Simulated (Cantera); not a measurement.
A perfectly stirred reactor is fed with CH4 : CO : O2 : N2 = 1 : 0.095 : 1.28 : 4.81 (molar parts), at 7500 Torr; it is adiabatic with a 700 K inlet, and is followed from long to short residence time, starting on the burning branch (τ in s: 0.03, 0.016, 0.0083, 0.0044, 0.0023, 0.0012, 0.00063, 0.00033, 0.00017, 9e-05, 4.7e-05, 2.5e-05).

Detailed kinetics in Cantera: GRI-Mech 3.0 (53 species, 325 reactions).

Question: What does this change do: pressure from 7500 Torr to 3750 Torr?

Answer: 
| quantity | before | after |
|---|---|---|
| blow-out, bracketed by the residence times tried | burning at 90.0 µs, out at 47.0 µs | burning at 0.170 ms, out at 90.0 µs |
| x(CH4) at τ = 30.0 ms | 0.000776 | 0.000738 |
| x(CO) at τ = 30.0 ms | 0.101 | 0.101 |
| x(O2) at τ = 30.0 ms | 7.10e-5 | 0.000102 |
| x(OH) at τ = 30.0 ms | 9.78e-5 | 0.000144 |
| x(N2O) at τ = 30.0 ms | 7.64e-9 | 1.28e-8 |
| x(CH4) at τ = 0.630 ms | 0.00603 | 0.00533 |
| x(CO) at τ = 0.630 ms | 0.0879 | 0.0900 |
| x(O2) at τ = 0.630 ms | 0.00246 | 0.00323 |
| x(OH) at τ = 0.630 ms | 0.000174 | 0.000265 |
| x(N2O) at τ = 0.630 ms | 1.48e-8 | 2.08e-8 |

Question: What does this change do: pressure from 7500 Torr to 2780 Torr?

Answer: 
```tsv
quantity	before	after
blow-out, bracketed by the residence times tried	burning at 90.0 µs, out at 47.0 µs	burning at 0.170 ms, out at 90.0 µs
x(CH4) at τ = 30.0 ms	0.000776	0.000698
x(CO) at τ = 30.0 ms	0.101	0.101
x(O2) at τ = 30.0 ms	7.10e-5	0.000118
x(OH) at τ = 30.0 ms	9.78e-5	0.000172
x(N2O) at τ = 30.0 ms	7.64e-9	1.60e-8
x(CH4) at τ = 0.630 ms	0.00603	0.00490
x(CO) at τ = 0.630 ms	0.0879	0.0912
x(O2) at τ = 0.630 ms	0.00246	0.00353
x(OH) at τ = 0.630 ms	0.000174	0.000322
x(N2O) at τ = 0.630 ms	1.48e-8	2.55e-8
```
